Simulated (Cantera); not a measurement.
# Reactions in the system Ca-F-O-S

Source: NASA polynomial tables (part measured, part estimated), evaluated in Cantera. Values are per mole of reaction as written; species without (g) are pure solids or liquids, kept so even where they would boil at 1 bar.

S₂(g) + 6 CaF₂ + 6 O(g) → 2 SF₆(g) + 6 CaO

```csv
T (K),ΔH° (kJ),ΔS° (J/K),ΔG° (kJ),log10 K
550,-542.6,-851.8,-74.2,7.04
575,-544.1,-854.5,-52.8,4.80
600,-545.6,-856.9,-31.4,2.74
625,-547.0,-859.2,-10.0,0.84
650,-548.3,-861.3,11.5,-0.93
675,-549.7,-863.3,33.1,-2.56
700,-551.0,-865.3,54.7,-4.08
725,-552.4,-867.2,76.3,-5.50
750,-553.8,-869.1,98.0,-6.83
```
